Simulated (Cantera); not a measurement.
A Cantera script and its output.

```python
import numpy as np
import cantera as ct

gas = ct.Solution("gri30.yaml")
gas.TPX = 1250, 500000, {'H2': 1, 'O2': 1.06, 'N2': 4, 'NO': 0.013}
reactor = ct.IdealGasReactor(gas, energy="on", clone=False)
net = ct.ReactorNet([reactor])
net.rtol, net.atol = 1e-08, 1e-16
show = ['H2', 'O2', 'NO', 'HO2', 'H2O', 'H', 'NO2']
times = np.geomspace(1e-05, 8, 14)

steps = ct.SolutionArray(gas, extra=["t"])
rows = []
print(f"{'t/s':>10s}{'T/K':>9s}{'P/Pa':>11s}" + "".join(f"{s:>11s}" for s in show))
for t in times:
    while net.time < t:
        t_next = net.step()
        steps.append(gas.state, t=t_next)
    rows.append([np.interp(t, steps.t, y) for y in (steps.T, steps.P, *steps(*show).X.T)])
    print(f"{t:10.3e}{rows[-1][0]:9.1f}{rows[-1][1]:11.4g}" + "".join(f"{x:11.3e}" for x in rows[-1][2:]))
rate = np.gradient(steps.T, steps.t)
print("integrator steps:", len(steps.t))
if steps.T.max() > steps.T[0] + 200:
    print(f"time of steepest temperature rise: {steps.t[rate.argmax()]:.4e} s")
gas.TPX = 1250, 500000, {'H2': 1, 'O2': 1.06, 'N2': 4, 'NO': 0.013}
gas.equilibrate("UV")
print(f"equilibrium (UV): T = {gas.T:.1f} K  " + "  ".join(f"{s} {gas[s].X[0]:.3e}" for s in show))
```

Output:

```
       t/s      T/K       P/Pa         H2         O2         NO        HO2        H2O          H        NO2
 1.000e-05   2145.2  8.146e+05  1.320e-02  9.228e-02  2.264e-03  1.080e-04  1.415e-01  1.538e-02  4.005e-06
 2.845e-05   2596.8  9.583e+05  1.668e-03  9.667e-02  2.507e-03  2.338e-05  1.706e-01  5.037e-04  4.240e-06
 8.094e-05   2596.0   9.58e+05  1.663e-03  9.648e-02  2.906e-03  2.330e-05  1.706e-01  5.013e-04  4.912e-06
 2.303e-04   2593.7  9.571e+05  1.652e-03  9.597e-02  3.984e-03  2.308e-05  1.707e-01  4.952e-04  6.729e-06
 6.551e-04   2588.1  9.549e+05  1.625e-03  9.473e-02  6.619e-03  2.255e-05  1.709e-01  4.805e-04  1.115e-05
 1.864e-03   2577.9  9.509e+05  1.575e-03  9.248e-02  1.141e-02  2.159e-05  1.712e-01  4.545e-04  1.915e-05
 5.303e-03   2569.2  9.476e+05  1.534e-03  9.057e-02  1.545e-02  2.081e-05  1.714e-01  4.334e-04  2.584e-05
 1.509e-02   2567.8   9.47e+05  1.528e-03  9.027e-02  1.609e-02  2.068e-05  1.714e-01  4.301e-04  2.689e-05
 4.292e-02   2567.8   9.47e+05  1.528e-03  9.027e-02  1.610e-02  2.068e-05  1.714e-01  4.301e-04  2.690e-05
 1.221e-01   2567.8   9.47e+05  1.528e-03  9.027e-02  1.610e-02  2.068e-05  1.714e-01  4.301e-04  2.690e-05
 3.474e-01   2567.8   9.47e+05  1.528e-03  9.027e-02  1.610e-02  2.068e-05  1.714e-01  4.301e-04  2.690e-05
 9.884e-01   2567.8   9.47e+05  1.528e-03  9.027e-02  1.610e-02  2.068e-05  1.714e-01  4.301e-04  2.690e-05
 2.812e+00   2567.8   9.47e+05  1.528e-03  9.027e-02  1.610e-02  2.068e-05  1.714e-01  4.301e-04  2.690e-05
 8.000e+00   2567.8   9.47e+05  1.528e-03  9.027e-02  1.610e-02  2.068e-05  1.714e-01  4.301e-04  2.690e-05
integrator steps: 1249
time of steepest temperature rise: 9.4381e-06 s
equilibrium (UV): T = 2567.8 K  H2 1.528e-03  O2 9.027e-02  NO 1.610e-02  HO2 2.068e-05  H2O 1.714e-01  H 4.301e-04  NO2 2.690e-05
```

Model: GRI-Mech 3.0 (53 species, 325 reactions), integrated in Cantera. The hydrogen kinetics of GRI-Mech 3.0 are dated; newer H2 mechanisms differ, most at raised pressure. The mechanism lacks 2 NO + O2 → 2 NO2 and HONO, so NO2 and the effect of NO are under-described below about 1400 K.
